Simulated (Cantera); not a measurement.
Standard-state values (1 bar) from the NASA 1993 polynomials, evaluated with Cantera. Values are per mole of reaction as written; species without (g) are pure solids or liquids, kept so even where they would boil at 1 bar.

3 NO(g) + 7 Cr ⇌ CrO3(g) + 3 Cr2N

```
T (K)  ΔH° (kJ)  ΔS° (J/K)  ΔG° (kJ)  log10 K
-----  --------  ---------  --------  -------
523      -939.9     -328.7    -768.0    76.70
573      -938.7     -326.6    -751.6    68.52
623      -937.5     -324.5    -735.3    61.65
673         ___        ___       ___      ___
723      -935.0     -320.8    -703.1    50.79
773         ___        ___       ___      ___
823      -932.4     -317.4    -671.2    42.60
873      -931.0     -315.8    -655.3    39.21
923      -929.7     -314.3    -639.6    36.19
973      -928.3     -312.9    -623.9    33.49
1023     -927.1     -311.6    -608.3    31.06
```

### Question
What belongs in the gaps?

### Answer

- 673, ΔH° (kJ): -936.3
- 673, ΔS° (J/K): -322.6
- 673, ΔG° (kJ): -719.2
- 673, log10 K: 55.82
- 773, ΔH° (kJ): -933.7
- 773, ΔS° (J/K): -319.0
- 773, ΔG° (kJ): -687.1
- 773, log10 K: 46.43
